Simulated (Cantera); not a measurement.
Input: 1 mol Si3H8, 940 mol H2, at 0.825 Torr.

Equilibrium computed with Cantera from the NASA thermochemical tables; the gas is ideal and each condensed phase is pure. Candidate condensed phases: Si; 9 gas species. The feed counts by its element totals alone. Gases not in the tables: Si2H6 and higher silanes. Kinetics and transport are ignored.

Which condensed phases are stable at each of these points (T (K)): 1098, 1148, 1198, 1248, 1298, 1348, 1398, 1448, 1498, 1548, 1598, 1648, 1698, 1748?


| T (K) | condensed phases | Si condensed (%) |
|---|---|---|
| 1098 | Si(s) | 100.0 |
| 1148 | Si(s) | 100.0 |
| 1198 | Si(s) | 100.0 |
| 1248 | Si(s) | 100.0 |
| 1298 | Si(s) | 100.0 |
| 1348 | Si(s) | 100.0 |
| 1398 | Si(s) | 100.0 |
| 1448 | Si(s) | 99.9 |
| 1498 | Si(s) | 99.6 |
| 1548 | Si(s) | 98.9 |
| 1598 | Si(s) | 97.0 |
| 1648 | Si(s) | 91.8 |
| 1698 | Si(l) | 79.5 |
| 1748 | Si(l) | 55.1 |

From 1098 K to 1648 K the condensed part is Si(s). From 1698 K to 1748 K the condensed part is Si(l).
